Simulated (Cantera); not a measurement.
A Cantera script and its output.

```python
import numpy as np
import cantera as ct

gas = ct.Solution("gri30.yaml")
gas.TPX = 1573, 42, {'C2H6': 1, 'N2': 87}
inlet = ct.Reservoir(gas, clone=True)

reactor = ct.IdealGasConstPressureReactor(gas, energy="off", clone=False)
exhaust = ct.Reservoir(gas, clone=True)
tau = [4.4, 1.4, 0.45, 0.15, 0.047, 0.015, 0.0049][0]
for a, b in ((inlet, reactor), (reactor, exhaust)):
    ct.MassFlowController(a, b, mdot=lambda t: reactor.mass / tau)
net = ct.ReactorNet([reactor])
show = ['C2H6', 'H', 'H2', 'CH4', 'C2H4', 'C2H', 'CH2']

rows = []
print(f"{'tau/s':>10s}{'T/K':>9s}" + "".join(f"{s:>11s}" for s in show))
for tau in [4.4, 1.4, 0.45, 0.15, 0.047, 0.015, 0.0049]:
    net.initial_time = 0.0
    net.advance(30 * tau)
    before = gas.X
    net.advance(40 * tau)
    drift = np.max(np.abs(gas.X - before) / (gas.X + 1e-9))
    rows.append([gas.T, *gas[show].X, drift])
    print(f"{tau:10.3e}{gas.T:9.1f}" + "".join(f"{x:11.3e}" for x in gas[show].X))
```

Result:

```
     tau/s      T/K       C2H6          H         H2        CH4       C2H4        C2H        CH2
 4.400e+00   1573.0  1.100e-04  3.482e-04  1.819e-02  1.635e-03  5.594e-04  5.146e-07  5.441e-06
 1.400e+00   1573.0  3.171e-04  3.866e-04  1.584e-02  2.068e-03  1.328e-03  5.546e-07  8.330e-06
 4.500e-01   1573.0  8.920e-04  4.121e-04  1.242e-02  2.143e-03  2.650e-03  5.275e-07  1.166e-05
 1.500e-01   1573.0  2.355e-03  3.907e-04  8.111e-03  1.569e-03  3.798e-03  3.610e-07  1.384e-05
 4.700e-02   1573.0  5.726e-03  2.726e-04  3.404e-03  5.921e-04  2.823e-03  1.009e-07  1.146e-05
 1.500e-02   1573.0  9.406e-03  1.029e-04  5.992e-04  1.045e-04  6.300e-04  3.306e-09  4.413e-06
 4.900e-03   1573.0  1.084e-02  1.283e-05  2.716e-05  1.332e-05  3.354e-05  7.917e-13  4.792e-07
```

Model: GRI-Mech 3.0 (53 species, 325 reactions), integrated in Cantera. GRI-Mech 3.0 stops at C3 and has no aromatics, soot or wall deposition, so with more carbon than oxygen in the feed, carbon stays in small species such as C2H2 where larger ones or solid carbon would form. Radical loss at walls, strong at low pressure, is not modelled.
